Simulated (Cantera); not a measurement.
Feed: 1 mol Ti(OiPr)4, 2.7 mol CH4, equilibrated at 0.00320 bar.

Equilibrium computed with Cantera from the NASA thermochemical tables; the gas is ideal and each condensed phase is pure. Candidate condensed phases: C, C6H6, C7H8, C8H18, H2O, Ti, TiC, TiO, TiO2, Ti2O3, Ti3O5, Ti4O7; 113 gas species. The feed counts by its element totals alone. Mutual solubility and eutectic melting of coexisting phases are not modelled. TiC: taken at fixed stoichiometry. The numbers say what is thermodynamically allowed, not how fast it happens.

Task: Which condensed phases are stable at each of these points (T (K)): 1150, 1175, 1200, 1225, 1250, 1275, 1300?

Result: 
| T (K) | condensed phases | Ti condensed (%) |
|---|---|---|
| 1150 | C(graphite) + TiC(s) + Ti3O5(s) | 100.0 |
| 1175 | C(graphite) + TiC(s) | 100.0 |
| 1200 | C(graphite) + TiC(s) | 100.0 |
| 1225 | C(graphite) + TiC(s) | 100.0 |
| 1250 | C(graphite) + TiC(s) | 100.0 |
| 1275 | C(graphite) + TiC(s) | 100.0 |
| 1300 | C(graphite) + TiC(s) | 100.0 |

At 1150 K the condensed part is C(graphite) + TiC(s) + Ti3O5(s). From 1175 K to 1300 K the condensed part is C(graphite) + TiC(s).
